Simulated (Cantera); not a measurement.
# Tantalum, niobium, vanadium and zirconium in process gases: V + N2O + H2

A closed system holds: 1 mol V, 2.8 mol N2O, 150 mol H2, at 0.00110 bar.

Equilibrium computed with Cantera from the NASA thermochemical tables; the gas is ideal and each condensed phase is pure. Candidate condensed phases: H2O, V, VN, VO, V2O3, V2O4, V2O5; 28 gas species. Rates play no part.

```tsv
T (K)	x H	x H2	x N2	x H2O	x O	x VO2	x VO	x OH
2298	0.246	0.725	0.0160	0.00737	9.31e-5	0.00273	0.00265	0.000402
2348	0.304	0.667	0.0154	0.00705	0.000170	0.00251	0.00263	0.000553
2398	0.369	0.603	0.0148	0.00661	0.000304	0.00229	0.00260	0.000741
2448	0.439	0.534	0.0142	0.00602	0.000525	0.00207	0.00254	0.000963
2498	0.511	0.463	0.0135	0.00527	0.000875	0.00184	0.00248	0.00120
2548	0.584	0.392	0.0128	0.00440	0.00139	0.00159	0.00241	0.00143
2598	0.653	0.323	0.0122	0.00345	0.00210	0.00134	0.00234	0.00161
2648	0.716	0.261	0.0116	0.00252	0.00297	0.00106	0.00226	0.00169
2698	0.772	0.206	0.0111	0.00172	0.00394	0.000796	0.00214	0.00165
2748	0.818	0.160	0.0106	0.00110	0.00491	0.000553	0.00196	0.00151
2798	0.856	0.122	0.0103	0.000671	0.00582	0.000356	0.00172	0.00132
```
x: gas mole fraction; nothing condenses.

From 2298 K to 2798 K nothing is condensed. The main V-bearing gas is VO2 at 2298 K and VO at 2798 K.
